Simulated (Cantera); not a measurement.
**Low-pressure radical oxidation in H2/O2**

A perfectly stirred reactor is fed with H₂ : O₂ = 0.05 : 1 (molar parts), at 0.00474 atm; it is held at 1123 K, and followed from long to short residence time.

Cantera simulation using GRI-Mech 3.0 (53 species, 325 reactions); the numbers are that mechanism's predictions, not measurements. Radical loss at walls, strong at low pressure, is not modelled. The temperature is held fixed by assumption; the heat of reaction is taken as removed at once.

```json
[
 {"τ (s)": "1.8", "x H₂": "0.000279", "x O₂": "0.945", "x H": "0.000765", "x H₂O₂": "3.38e-8", "x OH": "0.00120", "x H₂O": "0.0473", "x HO₂": "1.02e-6"},
 {"τ (s)": "1.0", "x H₂": "0.000391", "x O₂": "0.942", "x H": "0.00127", "x H₂O₂": "3.49e-8", "x OH": "0.00143", "x H₂O": "0.0468", "x HO₂": "1.15e-6"},
 {"τ (s)": "0.58", "x H₂": "0.000529", "x O₂": "0.939", "x H": "0.00196", "x H₂O₂": "3.58e-8", "x OH": "0.00166", "x H₂O": "0.0461", "x HO₂": "1.27e-6"},
 {"τ (s)": "0.32", "x H₂": "0.000731", "x O₂": "0.935", "x H": "0.00300", "x H₂O₂": "3.67e-8", "x OH": "0.00193", "x H₂O": "0.0451", "x HO₂": "1.38e-6"},
 {"τ (s)": "0.18", "x H₂": "0.000997", "x O₂": "0.931", "x H": "0.00427", "x H₂O₂": "3.80e-8", "x OH": "0.00221", "x H₂O": "0.0439", "x HO₂": "1.47e-6"},
 {"τ (s)": "0.10", "x H₂": "0.00138", "x O₂": "0.927", "x H": "0.00571", "x H₂O₂": "4.02e-8", "x OH": "0.00250", "x H₂O": "0.0425", "x HO₂": "1.55e-6"},
 {"τ (s)": "0.056", "x H₂": "0.00193", "x O₂": "0.924", "x H": "0.00712", "x H₂O₂": "4.41e-8", "x OH": "0.00281", "x H₂O": "0.0410", "x HO₂": "1.61e-6"},
 {"τ (s)": "0.031", "x H₂": "0.00281", "x O₂": "0.923", "x H": "0.00841", "x H₂O₂": "5.06e-8", "x OH": "0.00317", "x H₂O": "0.0392", "x HO₂": "1.67e-6"},
 {"τ (s)": "0.018", "x H₂": "0.00409", "x O₂": "0.923", "x H": "0.00937", "x H₂O₂": "5.95e-8", "x OH": "0.00354", "x H₂O": "0.0372", "x HO₂": "1.71e-6"},
 {"τ (s)": "0.0098", "x H₂": "0.00637", "x O₂": "0.924", "x H": "0.0100", "x H₂O₂": "7.28e-8", "x OH": "0.00398", "x H₂O": "0.0343", "x HO₂": "1.74e-6"},
 {"τ (s)": "0.0055", "x H₂": "0.00984", "x O₂": "0.926", "x H": "0.0100", "x H₂O₂": "8.73e-8", "x OH": "0.00434", "x H₂O": "0.0306", "x HO₂": "1.73e-6"}
]
```
x: mole fraction; the columns are a selection and need not sum to one.
